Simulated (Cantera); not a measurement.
A Cantera script and its output.

```python
import numpy as np
import cantera as ct

gas = ct.Solution("gri30.yaml")


def delay(T, t_max=10):
    gas.TPX = T, 1000000, {'CO': 1, 'H2': 0.11, 'CH4': 0.98, 'O2': 1.4, 'N2': 5.25}
    reactor = ct.IdealGasReactor(gas, clone=False)
    net = ct.ReactorNet([reactor])
    net.rtol, net.atol = 1e-8, 1e-16
    while net.time < t_max:
        t_old, T_old = net.time, reactor.T
        net.step()
        if reactor.T > T + 400:  # ignition: a rise of 400 K
            return t_old + (T + 400 - T_old) / (reactor.T - T_old) * (net.time - t_old)
    return np.nan


taus = []
for T in [875, 975, 1075, 1175, 1275, 1375]:
    taus.append(delay(T))
    print(f"T0 = {T:6g} K   tau = {taus[-1]:.4e} s")
```

Result:

```
T0 =    875 K   tau = 2.7632e-01 s
T0 =    975 K   tau = 4.0619e-02 s
T0 =   1075 K   tau = 1.1563e-02 s
T0 =   1175 K   tau = 4.0154e-03 s
T0 =   1275 K   tau = 1.4476e-03 s
T0 =   1375 K   tau = 5.3400e-04 s
```

Model: GRI-Mech 3.0 (53 species, 325 reactions), integrated in Cantera. Below about 1000 K GRI-Mech 3.0 lacks low-temperature oxidation paths. Below about 950 K walls govern HO2 and H2O2 in real vessels.
